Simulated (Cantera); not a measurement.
A diamond (100) surface in a fixed gas of H2 with x(CH4) = 0.0035, x(CH3) = 4.1e-05, at 1150 K, 0.0336 atm; coverages are run to steady state.

Computed with Cantera and the Harris–Goodwin 1993 mechanism for the reconstructed diamond (100) surface.

θ: site fractions in the mechanism's names (c6HH fully hydrogenated, c6H* and c6*H radical sites, c6** diradical, c6HM methylated).

```csv
x(H),growth (µm/h),θ c6HH,θ c6H*,θ c6*H,θ c6**,θ c6HM
0.0001,0.0242,0.606,0.0255,0.361,0.00539,0.000920
0.0002,(withheld),0.549,0.0289,0.410,(withheld),(withheld)
0.0004,(withheld),0.514,0.0309,0.438,(withheld),0.00127
0.00081,0.160,0.494,0.0320,0.454,0.0181,0.00134
0.0016,0.265,0.483,0.0326,0.461,0.0208,0.00129
0.0033,0.433,0.477,0.0329,0.466,0.0226,0.00113
0.0066,0.641,0.474,0.0330,0.468,0.0235,0.000883
0.013,0.853,0.473,0.0332,0.469,0.0240,0.000613
0.027,1.04,0.473,0.0333,0.469,0.0243,0.000367
```

**Question.** Fill in the missing entries.

**Answer.** 
- 0.0002, growth (µm/h): 0.0496
- 0.0002, θ c6**: 0.00950
- 0.0002, θ c6HM: 0.00112
- 0.0004, growth (µm/h): 0.0914
- 0.0004, θ c6**: 0.0141
